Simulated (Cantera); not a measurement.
Input: 1 mol B2H6, 17 mol NH3, 23 mol N2, held at 1.00 Torr.

These are equilibrium values from Cantera (NASA tables, ideal gas, pure condensed phases), not measurements of a reactor. Candidate condensed phases: B, BN; 15 gas species. The feed counts by its element totals alone. Kinetics and transport are ignored.

### Question
At 1575 K, list the 3 most abundant gas species with their mole fractions, and the condensed phases.

### Answer
N2 0.517, H2 0.482, H 0.000791. Condensed: BN(s).
